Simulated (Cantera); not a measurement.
Mixture: CH₃OH : O₂ : N₂ = 1 : 2.05 : 10.9 (molar parts), equivalence ratio 0.73, at 1.20 bar, adiabatic and at constant volume. Ignition delay is the time to a rise of 400 K.

Computed with Cantera and GRI-Mech 3.0 (53 species, 325 reactions). GRI-Mech 3.0 was tuned for natural gas; its chemistry of methanol as a main component is partial and can be far from experiment.

Question: What does this change do: pressure from 1.20 bar to 0.350 bar?

Answer: 
| quantity | before | after |
|---|---|---|
| delay at 1175 K | 14.2 ms | 43.2 ms |
| delay at 1275 K | 2.94 ms | 9.09 ms |
| delay at 1375 K | 0.803 ms | 2.51 ms |
| delay at 1475 K | 0.276 ms | 0.870 ms |
| delay at 1575 K | 0.114 ms | 0.362 ms |
| apparent activation energy between 1525 and 1625 K | 170 kJ/mol | 170 kJ/mol |
